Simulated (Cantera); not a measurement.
A closed system holds: 1 mol Si, 2.6 mol H2O, 1.3 mol N2, 1.2 mol CO2, held at 1325 K and 0.0510 bar.

Method: chemical equilibrium by Gibbs-energy minimisation in Cantera with the NASA 1993 tables (ideal gas, pure condensed phases). The tables hold silica as quartz up to 1696 K and as liquid above; real silica turns to tridymite and cristobalite and melts near 1996 K. Gases not in the tables: Si(OH)4. The numbers say what is thermodynamically allowed, not how fast it happens.

| species | before | after |
|---|---|---|
| H2 | 0.244 | 0.508 |
| N2 | 0.255 | 0.332 |
| H2O | 0.266 | 0.157 |
| CO | 0.148 | 0.00329 |
| CO2 | 0.0869 | 0.000544 |
| SiO2(β-quartz), mol | 1.00 | 1.00 |
Gas species are given as mole fractions.

Q: Name the change that produced these shifts.
A. temperature from 1325 K to 2223 K
B. H2O from 2.6 to 0.0021 mol
C. temperature from 1325 K to 1000 K
D. CO2 from 1.2 to 0.015 mol

A: D, CO2 from 1.2 to 0.015 mol
